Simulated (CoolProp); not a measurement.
Properties of R1123 along the isotherm 354 K (Tc = 331.7 K, pc = 4.549 MPa, ω = 0.243).

Computed with CoolProp (reference Helmholtz-energy equation of state, Akasaka 2020).

```tsv
p (MPa)	phase	cp (kJ/(kg K))	cv (kJ/(kg K))	speed of sound (m/s)	expansivity (1/kK)
0.682	gas	0.9654	0.8403	194.2	3.281
1.36	gas	1.007	0.8507	187.5	3.854
2.05	gas	1.062	0.8629	180.3	4.611
2.73	gas	1.135	0.8769	172.8	5.622
3.41	gas	1.239	0.8935	164.9	7.059
4.09	gas	1.399	0.9138	156.7	9.252
4.78	supercritical	1.677	0.9396	148.0	13.03
5.46	supercritical	2.211	0.9716	139.7	20.20
6.14	supercritical	3.202	1.006	134.9	32.94
6.82	supercritical	3.631	1.014	142.0	36.22
```
